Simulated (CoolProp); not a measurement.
Vapour-liquid equilibrium of acetone (1) + p-xylene (2) at 88.05 °C; x and y are mole fractions of (1).

Values from CoolProp's multi-fluid Helmholtz-energy mixture model, Lemmon 2006 and Zhou 2012; pair parameters Bell 2016.

```
x     bubble pressure, mixture model (bar)  bubble pressure, Raoult's law (bar)  y, mixture model  y, Raoult's law
----  ------------------------------------  -----------------------------------  ----------------  ---------------
0.05                                0.4414                               0.3360             0.536            0.403
0.2                                 0.9723                               0.7105             0.811            0.762
0.35                                 1.354                                1.085             0.880            0.873
0.5                                  1.666                                1.459             0.916            0.928
0.65                                 1.955                                1.834             0.943            0.960
0.8                                  2.254                                2.208             0.967            0.981
0.95                                 2.586                                2.583             0.991            0.996
```

The largest gap from Raoult's law is +36.8 % in bubble pressure, at x = 0.2. No azeotrope shows between x = 0.05 and 0.95.

Pair parameters are fitted to limited data, so mixtures are less certain than the pure fluids.
